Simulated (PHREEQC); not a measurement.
Make-up at 20 °C: 0.0083 mol CuSO4, 0.00059 mol HBF4 and 6.6e-05 mol NaCl per kg of water. Closed to the air; pH follows from the charge balance.

Computed with PHREEQC (ion-association model, phreeqc.dat).

No solid was allowed to form.

Task: Predict the pH, specific conductance.

Result: pH 3.09; specific conductance 1480 µS/cm.

Task: In which forms is B present?

Result: H3BO3 88 %, BF4- 7.2 %, BF2(OH)2- 2.7 %, BF3OH- 2.4 % of the B.

Real BF4- forms and hydrolyses slowly; the run takes it at equilibrium.
